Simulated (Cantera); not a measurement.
## Sublimation and decomposition of ceramics: SiC + H₂

Charge: 1 mol SiC, 0.9 mol H₂, at 1500 °C.

Method: chemical equilibrium by Gibbs-energy minimisation in Cantera with the NASA 1993 tables (ideal gas, pure condensed phases). Candidate condensed phases: C, C₆H₆, C₇H₈, C₈H₁₈, Si, SiC; 87 gas species. Mutual solubility and eutectic melting of coexisting phases are not modelled. Gases not in the tables: Si₂H₆ and higher silanes. The numbers say what is thermodynamically allowed, not how fast it happens.

At 1.00 Pa the condensed part is C(graphite) + SiC(s). From 16.0 Pa to 0.630 bar the condensed part is SiC(s). At 10.0 bar the condensed part is Si(l) + SiC(s). The main Si-bearing gas is Si at 1.00 Pa and SiH₂ at 10.0 bar.

```json
[
 {"P (Pa)": "1", "x H₂": "0.909", "x H": "0.0859", "x Si": "0.00454", "x CH₄": "6.97e-9", "x C₂H₂ (acetylene)": "0.000127", "n C(graphite)": "0.00405", "n SiC(s)": "0.996", "n Si(l)": "0"},
 {"P (Pa)": "16", "x H₂": "0.977", "x H": "0.0223", "x Si": "0.000284", "x CH₄": "1.29e-7", "x C₂H₂ (acetylene)": "0.000137", "n C(graphite)": "0", "n SiC(s)": "1.000", "n Si(l)": "0"},
 {"P (Pa)": "250", "x H₂": "0.994", "x H": "0.00568", "x Si": "4.40e-5", "x CH₄": "8.58e-7", "x C₂H₂ (acetylene)": "2.37e-5", "n C(graphite)": "0", "n SiC(s)": "1.000", "n Si(l)": "0"},
 {"P (Pa)": "4000", "x H₂": "0.999", "x H": "0.00142", "x Si": "7.21e-6", "x CH₄": "5.29e-6", "x C₂H₂ (acetylene)": "3.47e-6", "n C(graphite)": "0", "n SiC(s)": "1.000", "n Si(l)": "0"},
 {"P (Pa)": "63000", "x H₂": "1.000", "x H": "0.000359", "x Si": "2.03e-6", "x CH₄": "1.88e-5", "x C₂H₂ (acetylene)": "1.77e-7", "n C(graphite)": "0", "n SiC(s)": "1.000", "n Si(l)": "0"},
 {"P (Pa)": "1000000", "x H₂": "1.000", "x H": "9.01e-5", "x Si": "2.13e-7", "x CH₄": "0.000179", "x C₂H₂ (acetylene)": "6.33e-8", "n C(graphite)": "0", "n SiC(s)": "1.000", "n Si(l)": "0.000128"}
]
```
x: gas mole fraction; n: condensed amount in mol.
